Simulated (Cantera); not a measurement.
An isothermal, constant-pressure homogeneous reactor starts with CH4 : H2 = 1 : 88 (molar parts), at 1900 K and 28000 Pa.

Cantera simulation using GRI-Mech 3.0 (53 species, 325 reactions); the numbers are that mechanism's predictions, not measurements. GRI-Mech 3.0 stops at C3 and has no aromatics, soot or wall deposition, so with more carbon than oxygen in the feed, carbon stays in small species such as C2H2 where larger ones or solid carbon would form.

x: mole fraction; the columns are a selection and need not sum to one.

```json
[
 {"t (s)": "0.00100", "x CH4": "0.0109", "x H2": "0.988", "x CH3": "…", "x C2H2": "2.37e-5", "x CH2": "3.07e-7", "x C2H4": "8.91e-6", "x C2H6": "5.71e-7"},
 {"t (s)": "0.00228", "x CH4": "0.0106", "x H2": "0.988", "x CH3": "0.000304", "x C2H2": "0.000163", "x CH2": "5.04e-7", "x C2H4": "1.29e-5", "x C2H6": "7.93e-7"},
 {"t (s)": "0.00521", "x CH4": "0.00985", "x H2": "0.988", "x CH3": "0.000291", "x C2H2": "0.000525", "x CH2": "4.96e-7", "x C2H4": "1.29e-5", "x C2H6": "7.16e-7"},
 {"t (s)": "0.0119", "x CH4": "0.00852", "x H2": "0.989", "x CH3": "…", "x C2H2": "0.00120", "x CH2": "4.35e-7", "x C2H4": "1.24e-5", "x C2H6": "5.39e-7"},
 {"t (s)": "0.0271", "x CH4": "0.00651", "x H2": "0.990", "x CH3": "…", "x C2H2": "0.00222", "x CH2": "3.39e-7", "x C2H4": "1.23e-5", "x C2H6": "3.17e-7"},
 {"t (s)": "0.0620", "x CH4": "0.00423", "x H2": "0.991", "x CH3": "…", "x C2H2": "0.00339", "x CH2": "2.25e-7", "x C2H4": "1.34e-5", "x C2H6": "1.35e-7"},
 {"t (s)": "0.141", "x CH4": "0.00236", "x H2": "0.992", "x CH3": "…", "x C2H2": "0.00433", "x CH2": "1.28e-7", "x C2H4": "1.51e-5", "x C2H6": "4.33e-8"},
 {"t (s)": "0.323", "x CH4": "0.00123", "x H2": "0.992", "x CH3": "…", "x C2H2": "0.00491", "x CH2": "6.77e-8", "x C2H4": "1.66e-5", "x C2H6": "1.28e-8"},
 {"t (s)": "0.737", "x CH4": "0.000716", "x H2": "0.993", "x CH3": "…", "x C2H2": "0.00517", "x CH2": "3.98e-8", "x C2H4": "1.74e-5", "x C2H6": "5.24e-9"},
 {"t (s)": "1.68", "x CH4": "0.000582", "x H2": "0.993", "x CH3": "1.76e-5", "x C2H2": "0.00524", "x CH2": "3.23e-8", "x C2H4": "1.76e-5", "x C2H6": "3.92e-9"},
 {"t (s)": "3.84", "x CH4": "0.000573", "x H2": "0.993", "x CH3": "1.73e-5", "x C2H2": "0.00524", "x CH2": "3.19e-8", "x C2H4": "1.76e-5", "x C2H6": "3.85e-9"},
 {"t (s)": "8.76", "x CH4": "0.000573", "x H2": "0.993", "x CH3": "1.73e-5", "x C2H2": "0.00524", "x CH2": "3.19e-8", "x C2H4": "1.76e-5", "x C2H6": "3.85e-9"},
 {"t (s)": "20.0", "x CH4": "0.000573", "x H2": "0.993", "x CH3": "1.73e-5", "x C2H2": "0.00524", "x CH2": "3.19e-8", "x C2H4": "1.76e-5", "x C2H6": "3.85e-9"}
]
```

Fill in the missing entries.


- 0.00100, x CH3: 0.000240
- 0.0119, x CH3: 0.000253
- 0.0271, x CH3: 0.000194
- 0.0620, x CH3: 0.000127
- 0.141, x CH3: 7.10e-5
- 0.323, x CH3: 3.71e-5
- 0.737, x CH3: 2.17e-5
